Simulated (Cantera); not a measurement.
Feed: 1 mol HgO, 0.19 mol O2, 9.6 mol N2, at 702 °C and 0.100 bar.

These are equilibrium values from Cantera (NASA tables, ideal gas, pure condensed phases), not measurements of a reactor. Candidate condensed phases: Hg, HgO; 10 gas species. Equilibrium is a limit: real reactors are often held back by kinetics, nucleation or transport.

Base state: N2 0.850, Hg 0.0886, O2 0.0611, NO 1.32e-5 (mole fractions); condensed: gas only.

**Question.** What changes in the equilibrium state with this change: HgO replaced by Pb?

**Answer.** 
| species | before | after |
|---|---|---|
| N2 | 0.850 | 1.000 |
| Pb | 0 | 9.17e-5 |
| Hg | 0.0886 | 0 |
| O2 | 0.0611 | <1e-9 |
| NO | 1.32e-5 | <1e-9 |
| Pb(l), mol | 0 | 0.619 |
| PbO(yellow), mol | 0 | 0.380 |
Further candidate phases: Pb, PbO, PbO2, Pb3O4.
